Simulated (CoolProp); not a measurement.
A single-stage vapour-compression cycle with the fluid: evaporating at 250.15 K (dew point), condensing at 300.15 K (bubble point), superheat 0 K, subcooling 5 K, compressor efficiency 0.6, no pressure losses. The same conditions are run with several fluids, on thermodynamics alone (safety and materials aside).

Values from CoolProp's reference Helmholtz-energy equation of state of each fluid (hydrogen sulfide: Lemmon 2006; R152A: Outcalt 1996; R407C: Lemmon 2003; R227EA: Lemmon 2016; R143a: Lemmon and Jacobsen 2000; R142b: Lemmon 2006). Blends and air are pseudo-pure fits.

**Question.** Rank hydrogen sulfide, R152A, R407C, R227EA, R143a, R142b by cooling COP, highest first.

**Answer.** R142b (2.57), R152A (2.55), hydrogen sulfide (2.45), R143a (2.35), R227EA (2.30), R407C (2.12)

| fluid | pressure ratio | discharge temperature (K) | refrigerating effect (kJ/kg) | volumetric capacity (kJ/m³) |
|---|---|---|---|---|
| hydrogen sulfide | 4.31 | 417.7 | 403 | 3490 |
| R152A | 5.97 | 352.7 | 252 | 889 |
| R407C | 6.64 | 354.2 | 165 | 1380 |
| R227EA | 6.42 | 305.4 | 84.3 | 541 |
| R143a | 4.71 | 328.7 | 141 | 1780 |
| R142b | 6.45 | 337.4 | 174 | 482 |
